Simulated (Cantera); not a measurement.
Cantera run:

```python
import numpy as np
import cantera as ct

gas_names = """
    C CN CO CO2 C2 CCN CNC C2N2 C2O C3 C3O2 C4 C4N2 C5 Fe FeC5O5 FeO N NCO NO NO2 NO3 N2 N2O O O2 O3
""".split()
cond_names = """
    C(gr) Fe(a) Fe(c) Fe(d) Fe(L) FeC5O5(L) FeO(s) FeO(L) Fe2O3(s) Fe3O4(s)
""".split()


# ... load() reads the species with a 1 bar reference pressure and builds the phases ...
atoms = {
    'Fe(CO)5': {'Fe': 1, 'C': 5, 'O': 5},
    'N2': {'N': 2},
    'CO': {'C': 1, 'O': 1},
}
top_T = {'C(gr)': 4500, 'Fe2O3(s)': 1830, 'Fe3O4(s)': 1870}  # K; cautious upper limits of use, not melting points


# ... equilibrate(T, P, feed) seeds the gas with the atoms and calls Mixture.equilibrate('TP', solver="vcs", rtol=1e-11, max_steps=5000) ...
results = []
feed = {'Fe(CO)5': 1, 'N2': 0.35, 'CO': 0.034}  # mol
T = 1100  # K
P = 100000  # Pa
mix = equilibrate(T, P, feed)
results.append((T, P, feed, dict(zip(mix.species_names, mix.species_moles))))
x = sorted(zip(gas.X, gas.species_names), reverse=True)
print(f"T = {T:g} K  P = {P:g} Pa  gas = {mix.phase_moles(0):.4g} mol")
print("   x: " + "  ".join(f"{s} {v:.3e}" for v, s in x if v > 1e-06))
print("   condensed (mol): " + ("  ".join(f"{mix.phase(i).name} {mix.phase_moles(i):.4g}"
      for i in range(1, mix.n_phases) if mix.phase_moles(i) > 1e-12) or "none"))
```

It prints:

```
T = 1100 K  P = 100000 Pa  gas = 5.051 mol
   x: CO 8.647e-01  N2 6.930e-02  CO2 6.600e-02
   condensed (mol): C(gr) 0.3333  Fe(a) 1
```

These are equilibrium values from Cantera (NASA tables, ideal gas, pure condensed phases), not measurements of a reactor. Condensed phases not in the tables: cementite and carbon dissolved in iron.
